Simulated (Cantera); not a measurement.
Equilibrium for chemical vapour transport: MgO + Br2 + H2

Feed: 1 mol MgO, 0.28 mol Br2, a varied amount of H2, equilibrated at 777 °C and 5.70 bar.

Equilibrium computed with Cantera from the NASA thermochemical tables; the gas is ideal and each condensed phase is pure. Candidate condensed phases: Br2, H2O, Mg, MgBr2, MgO, Mg(OH)2; 20 gas species. Mutual solubility and eutectic melting of coexisting phases are not modelled. The numbers say what is thermodynamically allowed, not how fast it happens.

```
n(H2) (mol)      x H2   x HBr     x Br2    x H2O  n MgBr2(l)  n MgO(s)
-----------  --------  ------  --------  -------  ----------  --------
0.076         1.72e-7   0.351     0.597   0.0476      0.0157     0.984
0.12          4.38e-7   0.476     0.432   0.0876      0.0317     0.968
0.18          1.25e-6   0.607     0.247    0.143      0.0569     0.942
0.28         0.000731   0.768  0.000676    0.229       0.104     0.896
0.43            0.242   0.612   1.30e-6    0.145      0.0891     0.910
0.66            0.439   0.473   4.27e-7   0.0867      0.0738     0.925
1               0.590   0.359   1.83e-7   0.0499      0.0590     0.939
1.6             0.719   0.255   7.55e-8   0.0251      0.0433     0.954
2.4             0.800   0.185   3.58e-8   0.0132      0.0310     0.965
3.7             0.863   0.129   1.60e-8  0.00640      0.0193     0.975
5.7             0.908  0.0878   7.11e-9  0.00299     0.00871     0.982
8.8             0.938  0.0588   3.09e-9  0.00143           0     0.987
```
x: gas mole fraction; n: condensed amount in mol.

From 0.076 mol H2 to 5.7 mol H2 the condensed part is MgBr2(l) + MgO(s). At 8.8 mol H2 the condensed part is MgO(s). The main Mg-bearing gas is MgBr2 throughout.
